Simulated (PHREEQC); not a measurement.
## Brine: an equilibrium model

Solution (25 °C): 1.3 mol/kgw MgCl2 and 4.1 mol/kgw KCl. Closed to the air; pH follows from the charge balance.

Computed with PHREEQC (Pitzer model, pitzer.dat).

No solid was allowed to form.

Question: Predict the activity of water.

Answer: activity of water 0.758.

Saturation is exceeded, for instance for Sylvite; the values hold only as long as no solid forms. Complexes and solids missing from the database can't appear.
